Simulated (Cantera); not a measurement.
An isothermal, constant-pressure homogeneous reactor starts with 52.2 % CH4, 43.3 % H2O, 4.44 % H2, at 1998 K and 29.0 bar.

Cantera simulation using GRI-Mech 3.0 (53 species, 325 reactions); the numbers are that mechanism's predictions, not measurements. The pressure lies above the range GRI-Mech 3.0 was tuned for (to about 10 atm).

One state of this run: x CH4 = 0.0544; x H2O = 0.119; x H2 = 0.626; x O = 7.71e-10; x CH3 = 0.000407. x: mole fraction; the columns are a selection and need not sum to one.

Question: Which value of t (s) does it belong to?
A) 0.0647
B) 4.77
C) 5.00e-5
D) 0.00368

Answer: D, 0.00368
